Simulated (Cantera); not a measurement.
NO annealing gas

An isothermal, constant-pressure homogeneous reactor starts with NO : N2 = 1 : 0.68 (molar parts), at 1625 K and 760 Torr.

Detailed kinetics in Cantera: GRI-Mech 3.0 (53 species, 325 reactions).

```json
[
 {"t (s)": "0.000900", "x NO": "0.595", "x N2O": "1.25e-5", "x O2": "4.95e-8", "x NO2": "1.35e-5", "x N2": "0.405"},
 {"t (s)": "0.00167", "x NO": "0.595", "x N2O": "2.23e-5", "x O2": "1.81e-7", "x NO2": "2.59e-5", "x N2": "0.405"},
 {"t (s)": "0.00308", "x NO": "0.595", "x N2O": "3.82e-5", "x O2": "7.74e-7", "x NO2": "5.02e-5", "x N2": "0.405"},
 {"t (s)": "0.00571", "x NO": "0.595", "x N2O": "6.20e-5", "x O2": "3.84e-6", "x NO2": "9.71e-5", "x N2": "0.405"},
 {"t (s)": "0.0106", "x NO": "0.595", "x N2O": "9.13e-5", "x O2": "2.01e-5", "x NO2": "0.000178", "x N2": "0.405"},
 {"t (s)": "0.0196", "x NO": "0.595", "x N2O": "0.000117", "x O2": "9.21e-5", "x NO2": "0.000272", "x N2": "0.405"},
 {"t (s)": "0.0362", "x NO": "0.594", "x N2O": "0.000129", "x O2": "0.000304", "x NO2": "0.000325", "x N2": "0.405"},
 {"t (s)": "0.0671", "x NO": "0.593", "x N2O": "0.000131", "x O2": "0.000745", "x NO2": "0.000345", "x N2": "0.406"},
 {"t (s)": "0.124", "x NO": "0.591", "x N2O": "0.000131", "x O2": "0.00157", "x NO2": "0.000370", "x N2": "0.407"},
 {"t (s)": "0.230", "x NO": "0.588", "x N2O": "0.000129", "x O2": "0.00308", "x NO2": "0.000411", "x N2": "0.408"},
 {"t (s)": "0.426", "x NO": "0.583", "x N2O": "0.000126", "x O2": "0.00584", "x NO2": "0.000476", "x N2": "0.411"},
 {"t (s)": "0.788", "x NO": "0.572", "x N2O": "0.000122", "x O2": "0.0108", "x NO2": "0.000571", "x N2": "0.416"},
 {"t (s)": "1.46", "x NO": "0.555", "x N2O": "0.000114", "x O2": "0.0197", "x NO2": "0.000697", "x N2": "0.425"},
 {"t (s)": "2.70", "x NO": "0.524", "x N2O": "0.000101", "x O2": "0.0349", "x NO2": "0.000842", "x N2": "0.440"},
 {"t (s)": "5.00", "x NO": "0.475", "x N2O": "8.30e-5", "x O2": "0.0591", "x NO2": "0.000974", "x N2": "0.465"}
]
```
x: mole fraction; the columns are a selection and need not sum to one.

Equilibrium at this temperature and pressure: NO 0.00242, N2O 1.36e-7, O2 0.296, NO2 1.09e-5, N2 0.701 (gas phase only).
